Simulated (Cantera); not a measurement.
Cantera run, input and output.

```python
import numpy as np
import cantera as ct

gas = ct.Solution("gri30.yaml", transport_model="mixture-averaged")
show = ['OH', 'CO2', 'CH3']

rows = []
print(f"{'T/K':>7s}{'rho':>11s}{'cp':>10s}{'mu':>11s}{'lambda':>11s}{'Pr':>7s}" + "".join(f"{'D_' + s:>11s}" for s in show))
for T in [400, 650, 900, 1150, 1400, 1650, 1900, 2150, 2400]:
    gas.TPX = T, 1200, {'N2O': 0.23, 'O2': 0.44, 'CO2': 0.38}
    Pr = gas.cp_mass * gas.viscosity / gas.thermal_conductivity
    D = [gas.mix_diff_coeffs_mole[gas.species_index(s)] for s in show]
    rows.append([gas.density, gas.cp_mass, gas.viscosity, gas.thermal_conductivity, Pr, *D])
    print(f"{T:7g}{gas.density:11.4e}{gas.cp_mass:10.1f}{gas.viscosity:11.4e}"
          f"{gas.thermal_conductivity:11.4e}{Pr:7.3f}" + "".join(f"{d:11.4e}" for d in D))
print("SI units: kg/m3, J/kg/K, Pa s, W/m/K, m2/s")
```

It prints:

```
    T/K        rho        cp         mu     lambda     Pr       D_OH      D_CO2      D_CH3
    400 1.4063e-02     947.1 2.1685e-05 2.8641e-02  0.717 3.8557e-03 1.9752e-03 2.7408e-03
    650 8.6544e-03    1079.3 3.1769e-05 4.7442e-02  0.723 8.9105e-03 4.7113e-03 6.4526e-03
    900 6.2504e-03    1164.7 4.0188e-05 6.4419e-02  0.727 1.5442e-02 8.2773e-03 1.1270e-02
   1150 4.8916e-03    1217.9 4.7609e-05 7.9765e-02  0.727 2.3280e-02 1.2566e-02 1.7056e-02
   1400 4.0181e-03    1255.0 5.4358e-05 9.3859e-02  0.727 3.2312e-02 1.7509e-02 2.3724e-02
   1650 3.4093e-03    1282.8 6.0620e-05 1.0700e-01  0.727 4.2460e-02 2.3061e-02 3.1213e-02
   1900 2.9607e-03    1303.9 6.6511e-05 1.1943e-01  0.726 5.3662e-02 2.9187e-02 3.9477e-02
   2150 2.6165e-03    1320.7 7.2109e-05 1.3130e-01  0.725 6.5869e-02 3.5862e-02 4.8482e-02
   2400 2.3439e-03    1334.7 7.7470e-05 1.4275e-01  0.724 7.9040e-02 4.3063e-02 5.8197e-02
SI units: kg/m3, J/kg/K, Pa s, W/m/K, m2/s
```

Computed with Cantera and GRI-Mech 3.0 (53 species, 325 reactions). The composition is frozen, though it would react at the higher temperatures.
